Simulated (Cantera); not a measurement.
An isothermal, constant-pressure homogeneous reactor starts with 0.943 % CO, 0.835 % O₂, 0.0275 % H₂O, 98.2 % N₂, equivalence ratio 0.56, at 1300 K and 1580 Torr.

Model: GRI-Mech 3.0 (53 species, 325 reactions), integrated in Cantera.

x: mole fraction; the columns are a selection and need not sum to one.

```csv
t (s),x CO,x O₂,x H₂O,x CO₂,x H,x H₂
0.000200,0.00943,0.00835,0.000275,7.80e-9,8.56e-11,1.19e-12
0.000511,0.00943,0.00835,0.000275,2.58e-8,4.72e-10,1.71e-11
0.00130,0.00943,0.00835,0.000275,1.58e-7,3.57e-9,2.86e-10
0.00333,0.00942,0.00834,0.000275,5.93e-6,1.38e-7,?
0.00850,0.00712,0.00707,0.000240,0.00231,3.32e-5,?
0.0217,0.00206,0.00463,0.000259,0.00740,1.06e-5,?
0.0554,0.000426,0.00385,0.000271,0.00904,1.35e-6,?
0.141,6.81e-5,0.00368,0.000274,0.00940,1.20e-7,?
0.361,8.18e-6,0.00365,0.000276,0.00946,9.18e-9,?
0.922,8.33e-7,0.00365,0.000276,0.00947,7.61e-10,?
2.35,1.03e-7,0.00365,0.000276,0.00947,7.31e-11,9.24e-10
6.01,2.35e-8,0.00365,0.000276,0.00947,1.70e-11,3.37e-10
15.3,1.67e-8,0.00365,0.000276,0.00947,1.28e-11,2.76e-10
39.2,1.67e-8,0.00365,0.000276,0.00947,1.28e-11,2.76e-10
100,1.67e-8,0.00365,0.000276,0.00947,1.28e-11,2.76e-10
```

Task: Complete the blanks.

Result: 
- 0.00333, x H₂: 2.12e-8
- 0.00850, x H₂: 9.00e-6
- 0.0217, x H₂: 5.10e-6
- 0.0554, x H₂: 1.30e-6
- 0.141, x H₂: 2.06e-7
- 0.361, x H₂: 2.79e-8
- 0.922, x H₂: 4.61e-9
